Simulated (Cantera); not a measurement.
Feed: 1 mol Si, 1.6 mol HCl, 10 mol H2, at 1.20 bar.

Cantera equilibrium calculation (NASA polynomials, part measured and part estimated; ideal gas, pure solids and liquids). Candidate condensed phases: Si; 19 gas species. The tables' values for SiCl3 are old estimates; treat these amounts as uncertain. Gases not in the tables: Si2H6 and higher silanes. Rates play no part.

x: gas mole fraction; n: condensed amount in mol.

| T (K) | x H2 | x HCl | x SiCl2 | x SiCl4 | x SiHCl3 | n Si(s) | n Si(l) |
|---|---|---|---|---|---|---|---|
| 1248 | 0.931 | 0.0359 | 0.00347 | 0.0131 | 0.0120 | 0.632 | 0 |
| 1298 | 0.925 | 0.0441 | 0.00560 | 0.0108 | 0.0102 | 0.647 | 0 |
| 1348 | 0.918 | 0.0523 | 0.00836 | 0.00830 | 0.00827 | 0.660 | 0 |
| 1398 | 0.911 | 0.0599 | 0.0116 | 0.00595 | 0.00636 | 0.669 | 0 |
| 1448 | 0.905 | 0.0662 | [?] | [?] | [?] | 0.674 | 0 |
| 1498 | 0.901 | 0.0711 | 0.0180 | 0.00246 | 0.00321 | 0.677 | 0 |
| 1548 | 0.898 | 0.0745 | 0.0206 | 0.00146 | 0.00214 | 0.677 | 0 |
| 1598 | 0.895 | 0.0766 | 0.0226 | [?] | [?] | 0.676 | 0 |
| 1648 | 0.894 | 0.0779 | 0.0241 | 0.000478 | 0.000916 | 0.674 | 0 |
| 1698 | 0.893 | 0.0790 | 0.0251 | 0.000275 | 0.000598 | 0 | 0.674 |

Question: Some entries are withheld; supply them.

Answer: 
- 1448, x SiCl2: 0.0149
- 1448, x SiCl4: 0.00396
- 1448, x SiHCl3: 0.00463
- 1598, x SiCl4: 0.000838
- 1598, x SiHCl3: 0.00141
